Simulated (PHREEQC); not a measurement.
## Leach liquor: an equilibrium model

A solution holds 12 mmol/kgw HCl, 0.44 mmol/kgw NiSO4 and 0.61 mmol/kgw MgSO4, at 20 °C. Closed to the air; pH follows from the charge balance.

Equilibrium calculation in PHREEQC: ion-association model, wateq4f.dat.

Precipitation was switched off in this run.

What pH does the model give?

pH 1.98.

In which forms is Mg present?

Mg+2 95 %, MgSO4 4.7 % of the Mg.
